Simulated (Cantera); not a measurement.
Cu + NH3 + H2 (metals in furnace atmospheres)

A closed system holds: 1 mol Cu, 8.6 mol NH3, 210 mol H2, equilibrated at 0.0230 bar.

Cantera equilibrium calculation (NASA polynomials, part measured and part estimated; ideal gas, pure solids and liquids). Candidate condensed phases: Cu; 11 gas species. Rates play no part.

From 725 K to 1325 K the condensed part is Cu(s). From 1400 K to 1550 K the condensed part is Cu(l).

```tsv
T (K)	x H2	x N2	x Cu	x H	n Cu(s)	n Cu(l)
725	0.981	0.0189	<1e-12	<1e-12	1.00	0
800	0.981	0.0189	<1e-12	1.89e-11	1.00	0
875	0.981	0.0189	2.19e-12	3.28e-10	1.00	0
950	0.981	0.0189	8.21e-11	3.63e-9	1.00	0
1025	0.981	0.0189	1.80e-9	2.85e-8	1.00	0
1100	0.981	0.0189	2.59e-8	1.69e-7	1.000	0
1175	0.981	0.0189	2.63e-7	8.01e-7	1.000	0
1250	0.981	0.0189	2.02e-6	3.16e-6	1.000	0
1325	0.981	0.0189	1.22e-5	1.07e-5	0.997	0
1400	0.981	0.0189	5.86e-5	3.18e-5	0	0.987
1475	0.981	0.0189	0.000233	8.47e-5	0	0.947
1550	0.980	0.0189	0.000807	0.000206	0	0.816
```
x: gas mole fraction; n: condensed amount in mol.
